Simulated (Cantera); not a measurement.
Input: 1 mol C₂H₅OH, 2 mol NH₃, 0.2 mol N₂, equilibrated at 802 °C and 9600 Pa.

Equilibrium computed with Cantera from the NASA thermochemical tables; the gas is ideal and each condensed phase is pure. Candidate condensed phases: C, C₆H₆, C₇H₈, C₈H₁₈, H₂O; 136 gas species. Rates play no part.

Base state: H₂ 0.729, N₂ 0.147, CO 0.121, CH₄ 0.00230, H₂O 0.00107, CO₂ 0.000191 (mole fractions); condensed: C(graphite).

### Question
What changes in the equilibrium state with this change: pressure from 9600 Pa to 480 Pa?

### Answer
```
species             before     after
----------------  --------  --------
H₂                   0.729     0.732
N₂                   0.147     0.146
CO                   0.121     0.122
CH₄                0.00230  0.000116
H₂O                0.00107   5.41e-5
CO₂               0.000191   9.69e-6
C(graphite), mol     0.991     1.000
```
